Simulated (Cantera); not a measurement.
## Equilibrium for silicon epitaxy and polysilicon growth: SiCl₄ + Cl₂ + N₂

A closed system holds: 1 mol SiCl₄, 0.01 mol Cl₂, 6.3 mol N₂, equilibrated at 101000 Pa.

These are equilibrium values from Cantera (NASA tables, ideal gas, pure condensed phases), not measurements of a reactor. Candidate condensed phases: Si, Si₃N₄; 13 gas species. The tables' values for SiCl₃ are old estimates; treat these amounts as uncertain. Rates play no part.

From 1150 K to 1750 K nothing is condensed. The main Si-bearing gas is SiCl₄ throughout.

| T (K) | x N₂ | x SiCl₄ | x Cl | x SiCl₃ | x Cl₂ | x SiCl₂ |
|---|---|---|---|---|---|---|
| 1150 | 0.862 | 0.137 | 9.89e-5 | 1.69e-7 | 0.00132 | 2.28e-12 |
| 1200 | 0.862 | 0.137 | 0.000168 | 5.50e-7 | 0.00128 | 1.94e-11 |
| 1250 | 0.862 | 0.137 | 0.000272 | 1.64e-6 | 0.00123 | 1.41e-10 |
| 1300 | 0.862 | 0.137 | 0.000420 | 4.56e-6 | 0.00116 | 9.01e-10 |
| 1350 | 0.862 | 0.137 | 0.000618 | 1.19e-5 | 0.00106 | 5.15e-9 |
| 1400 | 0.861 | 0.137 | 0.000869 | 2.94e-5 | 0.000947 | 2.69e-8 |
| 1450 | 0.861 | 0.137 | 0.00117 | 6.98e-5 | 0.000817 | 1.30e-7 |
| 1500 | 0.861 | 0.137 | 0.00152 | 0.000159 | 0.000687 | 5.88e-7 |
| 1550 | 0.861 | 0.136 | 0.00193 | 0.000345 | 0.000576 | 2.43e-6 |
| 1600 | 0.860 | 0.136 | 0.00245 | 0.000701 | 0.000502 | 8.91e-6 |
| 1650 | 0.860 | 0.135 | 0.00316 | 0.00132 | 0.000472 | 2.82e-5 |
| 1700 | 0.859 | 0.134 | 0.00419 | 0.00228 | 0.000483 | 7.63e-5 |
| 1750 | 0.858 | 0.132 | 0.00568 | 0.00366 | 0.000532 | 0.000180 |
x: gas mole fraction; nothing condenses.
